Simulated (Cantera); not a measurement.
An isothermal, constant-pressure homogeneous reactor starts with NO : N2 = 1 : 9.2 (molar parts), at 2175 K and 0.780 bar.

Cantera simulation using GRI-Mech 3.0 (53 species, 325 reactions); the numbers are that mechanism's predictions, not measurements.

x: mole fraction; the columns are a selection and need not sum to one.

| t (s) | x NO | x O2 | x NO2 | x N2O | x O | x N2 |
|---|---|---|---|---|---|---|
| 0.000100 | 0.0980 | 3.91e-8 | 2.25e-7 | 2.16e-6 | … | 0.902 |
| 0.000203 | 0.0980 | 1.79e-7 | 5.95e-7 | 3.45e-6 | … | 0.902 |
| 0.000412 | 0.0980 | 8.65e-7 | 1.48e-6 | 4.61e-6 | … | 0.902 |
| 0.000838 | 0.0980 | 4.30e-6 | 3.36e-6 | 5.09e-6 | … | 0.902 |
| 0.00170 | 0.0979 | 2.09e-5 | 6.62e-6 | 5.12e-6 | … | 0.902 |
| 0.00346 | 0.0977 | 8.95e-5 | 1.03e-5 | 5.08e-6 | … | 0.902 |
| 0.00702 | 0.0973 | 0.000289 | 1.21e-5 | 5.02e-6 | 0.000135 | 0.902 |
| 0.0143 | 0.0964 | 0.000731 | 1.30e-5 | 4.93e-6 | … | 0.903 |
| 0.0289 | 0.0945 | 0.00167 | 1.46e-5 | 4.73e-6 | … | 0.904 |
| 0.0588 | 0.0904 | 0.00368 | 1.71e-5 | 4.33e-6 | … | 0.906 |
| 0.119 | 0.0817 | 0.00801 | 2.04e-5 | 3.55e-6 | … | 0.910 |
| 0.242 | 0.0642 | 0.0167 | 2.18e-5 | 2.26e-6 | … | 0.919 |
| 0.492 | 0.0369 | 0.0303 | 1.65e-5 | 9.25e-7 | … | 0.932 |
| 1.00 | 0.0137 | 0.0419 | 7.11e-6 | 3.90e-7 | … | 0.944 |

Q: Fill in the missing entries.

A: 
- 0.000100, x O: 3.22e-6
- 0.000203, x O: 7.33e-6
- 0.000412, x O: 1.69e-5
- 0.000838, x O: 3.72e-5
- 0.00170, x O: 7.29e-5
- 0.00346, x O: 0.000114
- 0.0143, x O: 0.000146
- 0.0289, x O: 0.000166
- 0.0588, x O: 0.000202
- 0.119, x O: 0.000263
- 0.242, x O: 0.000356
- 0.492, x O: 0.000464
- 1.00, x O: 0.000539
